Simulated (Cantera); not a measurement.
An adiabatic, constant-pressure homogeneous reactor starts with H₂ : O₂ : N₂ : H₂O = 1 : 0.208 : 0.783 : 0.11 (molar parts), equivalence ratio 2.4, at 1375 K and 1.00 bar. Integrator tolerance rtol = 1e-08.

Cantera simulation using the H2/O2 subset of GRI-Mech 3.0, which has no nitrogen chemistry; the numbers are that mechanism's predictions, not measurements.

Problem. What does this change do: initial temperature 1375 to 1298 K?

Solution. 
| quantity | before | after |
|---|---|---|
| time of steepest temperature rise | 25.3 µs | 35.5 µs |
| temperature at 3.00 s | 2601 K | 2558 K |
| equilibrium temperature | 2601 K | 2558 K |
| x(H₂) at 3.00 s | 0.296 (gas-phase equilibrium 0.296) | 0.298 (gas-phase equilibrium 0.298) |
| x(O₂) at 3.00 s | 7.57e-5 (gas-phase equilibrium 7.57e-5) | 5.12e-5 (gas-phase equilibrium 5.12e-5) |
| x(H₂O) at 3.00 s | 0.269 (gas-phase equilibrium 0.269) | 0.271 (gas-phase equilibrium 0.271) |
| x(OH) at 3.00 s | 0.00444 (gas-phase equilibrium 0.00444) | 0.00356 (gas-phase equilibrium 0.00356) |
| x(O) at 3.00 s | 0.000205 (gas-phase equilibrium 0.000205) | 0.000138 (gas-phase equilibrium 0.000138) |

Problem. What does this change do: initial temperature 1375 to 973 K?

Solution. 
```
quantity                                                              before                                    after
---------------------------------  -----------------------------------------  ---------------------------------------
time of steepest temperature rise                                    25.3 µs                                  11.2 ms
temperature at 3.00 s                                                 2601 K                                   2352 K
equilibrium temperature                                               2601 K                                   2352 K
x(H₂) at 3.00 s                          0.296 (gas-phase equilibrium 0.296)      0.304 (gas-phase equilibrium 0.304)
x(O₂) at 3.00 s                      7.57e-5 (gas-phase equilibrium 7.57e-5)  6.37e-6 (gas-phase equilibrium 6.37e-6)
x(H₂O) at 3.00 s                         0.269 (gas-phase equilibrium 0.269)      0.276 (gas-phase equilibrium 0.276)
x(OH) at 3.00 s                      0.00444 (gas-phase equilibrium 0.00444)  0.00109 (gas-phase equilibrium 0.00109)
x(O) at 3.00 s                     0.000205 (gas-phase equilibrium 0.000205)  1.69e-5 (gas-phase equilibrium 1.69e-5)
```
